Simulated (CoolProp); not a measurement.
Vapour-liquid equilibrium of CHF3 (R23) (1) + CH2F2 (R32) (2) at 158.6 K; x and y are mole fractions of (1).

Computed with CoolProp (multi-fluid Helmholtz-energy mixture model, Penoncello 2003 and Tillner-Roth 1997; pair parameters Bell 2016).

Q: Give the bubble pressure and the first vapour's composition at x = 0.2, 0.5, 0.65. Is there an azeotrope?

A: x = 0.2: 2.759 kPa, y = 0.740; x = 0.5: 5.462 kPa, y = 0.916; x = 0.65: 6.761 kPa, y = 0.952. No azeotrope shows between x = 0.05 and 0.95.

Pair parameters are fitted to limited data, so mixtures are less certain than the pure fluids.
